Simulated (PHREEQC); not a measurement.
0.11 g of hydrous ferric oxide (600 m²/g; 0.2 weak and 0.005 strong sites per Fe, Dzombak-Morel constants, diffuse double layer) in 1 kg of water with 0.05 mol/kgw of an inert sodium salt and 6.5e-07 mol PbCl2 and 1.8e-05 mol CaCl2, at 25 °C; the pH is set by adding NaOH or the inert anion's acid. Oxygen is held at 0.21 atm. The system is closed to CO2. Nothing may precipitate in this run.

Base run: PHREEQC, ion-association model, wateq4f.dat. Each further column changes one thing. The table gives Ca sorbed (%).

```csv
pH,base,no electrostatic term (-no_edl),background salt from 0.05 to 0.005 mol/kgw,oxide from 0.11 to 0.55 g/kgw
3,0.0,0.0,0.0,0.0
3.67,0.0,0.0,0.0,0.0
4.33,0.0,0.0,0.0,0.0
5,0.0,0.1,0.0,0.0
5.67,0.0,0.6,0.0,0.0
6.33,0.0,2.2,0.0,0.1
7,0.3,6.2,0.3,1.4
7.67,3.0,10.5,3.8,14.5
8.33,18.3,12.8,23.0,62.3
9,52.6,13.8,63.8,94.8
9.67,91.2,13.2,95.9,99.5
10.33,99.2,12.5,99.7,100.0
11,99.9,12.1,100.0,100.0
```

The oxide is taken as insoluble; below pH 4 it would dissolve.
